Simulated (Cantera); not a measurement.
Charge: 1 mol C2H4, 0.33 mol H2, at 1350 °C.

Cantera equilibrium calculation (NASA polynomials, part measured and part estimated; ideal gas, pure solids and liquids). Candidate condensed phases: C, C6H6, C7H8, C8H18; 76 gas species. The ideal-gas law is rough above about 30 bar. The numbers say what is thermodynamically allowed, not how fast it happens.

Q: What share of the C ends up in condensed phases as a function of P (Pa), at 10, 56, 320, 1800, 10000, 56000, 320000, 1800000, 10000000?

A: 
```json
[
 {"P (Pa)": "10", "C condensed (%)": "100.0", "as": "C(graphite)"},
 {"P (Pa)": "56", "C condensed (%)": "100.0", "as": "C(graphite)"},
 {"P (Pa)": "320", "C condensed (%)": "100.0", "as": "C(graphite)"},
 {"P (Pa)": "1800", "C condensed (%)": "100.0", "as": "C(graphite)"},
 {"P (Pa)": "10000", "C condensed (%)": "100.0", "as": "C(graphite)"},
 {"P (Pa)": "56000", "C condensed (%)": "99.9", "as": "C(graphite)"},
 {"P (Pa)": "320000", "C condensed (%)": "99.4", "as": "C(graphite)"},
 {"P (Pa)": "1800000", "C condensed (%)": "97.1", "as": "C(graphite)"},
 {"P (Pa)": "10000000", "C condensed (%)": "87.8", "as": "C(graphite)"}
]
```
